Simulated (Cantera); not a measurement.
Charge: 1 mol FeCl2, 4.2 mol H2, 360 mol N2, equilibrated at 600 K and 1.00 bar.

These are equilibrium values from Cantera (NASA tables, ideal gas, pure condensed phases), not measurements of a reactor. Candidate condensed phases: Fe, FeCl2, FeCl3, NH4Cl; 18 gas species. Rates play no part.

### Question
What is the equilibrium state?

### Answer
```
Item             Result
-----------  ----------
x(N2)             0.988
x(H2)            0.0114
x(HCl)         0.000113
x(NH3)          5.04e-5
n(Fe(α))     0.0205 mol
n(FeCl2(s))   0.979 mol
gas amount    364.2 mol
```
